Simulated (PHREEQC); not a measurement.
Consider water at 25 °C with 88 mmol/kgw NiCl2 and 54 mmol/kgw KCl. Closed to the air; pH follows from the charge balance.

Computed with PHREEQC (ion-association model, wateq4f.dat).

Each row changes one thing in this solution. Precipitation was switched off in this run.

| case | pH | ionic strength (mol/kgw) | Cl- (mol/kgw) | Ni+2 (mol/kgw) | NiCl+ (mol/kgw) | NiCl2 (mol/kgw) | SI of Ni(OH)2 (Ni(OH)2) |
|---|---|---|---|---|---|---|---|
| as made | 5.75 | 0.285 | 0.212 | 0.0735 | 0.0106 | 0.00384 | -0.97 |
| NiCl2 from 0.088 to 0.0968 mol/kgw | [?] | 0.306 | 0.226 | 0.0800 | 0.0122 | 0.00464 | -0.97 |
| NiCl2 from 0.088 to 0.044 mol/kgw | 5.87 | 0.175 | 0.136 | 0.0389 | 0.00408 | 0.00105 | -0.97 |
| diluted 100-fold with water | [?] | 0.00317 | 0.00230 | 0.000876 | 3.95e-6 | 2.91e-8 | -0.99 |

Question: Complete the blanks.

Answer: 
- NiCl2 from 0.088 to 0.0968 mol/kgw, pH: 5.74
- diluted 100-fold with water, pH: 6.49
